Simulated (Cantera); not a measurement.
Feed: 1 mol N2O, 0.087 mol H2, 2.6 mol O2, equilibrated at 10.0 Torr.

Method: chemical equilibrium by Gibbs-energy minimisation in Cantera with the NASA 1993 tables (ideal gas, pure condensed phases). Candidate condensed phases: H2O; 24 gas species. Equilibrium is a limit: real reactors are often held back by kinetics, nucleation or transport. All values below are at 1723 K.

Base state: O2 0.735, N2 0.240, H2O 0.0206, NO 0.00326, OH 0.000775, O 0.000422 (mole fractions); condensed: gas only.

Question: What changes in the equilibrium state with this change: 1.6 mol H2O added?

Answer: 
| species | before | after |
|---|---|---|
| O2 | 0.735 | 0.530 |
| H2O | 0.0206 | 0.292 |
| N2 | 0.240 | 0.173 |
| H2 | 5.30e-6 | 8.85e-5 |
| H | 3.63e-6 | 1.49e-5 |

Question: What changes in the equilibrium state with this change: N2O replaced by HCl?

Answer: 
```
species    before     after
-------  --------  --------
O2          0.735     0.673
HCl             0     0.204
Cl              0    0.0641
N2          0.240         0
H2O        0.0206    0.0561
NO        0.00326         0
Cl2             0   0.00117
ClO             0  0.000116
H2        5.30e-6   1.51e-5
OH       0.000775   0.00125
```
